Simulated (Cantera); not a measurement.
Cantera with NASA thermochemical tables; ideal gases at 1 bar, condensed phases pure. Values are per mole of reaction as written; species without (g) are pure solids or liquids, kept so even where they would boil at 1 bar.

V2O5 + H2(g) → 2 VO2(g) + H2O(g), with ΔH° = 843.4 kJ and ΔS° = 457.9 J/K at 300 K.

Problem. How far is the shortcut ΔG° ≈ ΔH°(300 K) − T·ΔS°(300 K) from the full temperature-dependent value at 500, 575, 650, 725, 800, 875, 950 K?

Solution. 
```csv
T (K),shortcut (kJ),full (kJ),difference (kJ),difference in log10 K,condensed phases
500,614.5,617.0,-2.5,0.27,V2O5(s)
575,580.2,584.9,-4.7,0.43,V2O5(s)
650,545.8,553.2,-7.4,0.59,V2O5(s)
725,511.5,522.1,-10.6,0.76,V2O5(s)
800,477.1,491.4,-14.3,0.93,V2O5(s)
875,442.8,461.2,-18.4,1.10,V2O5(s)
950,408.5,431.8,-23.3,1.28,V2O5(l)
```
The shortcut ignores heat capacities and the phase changes listed.
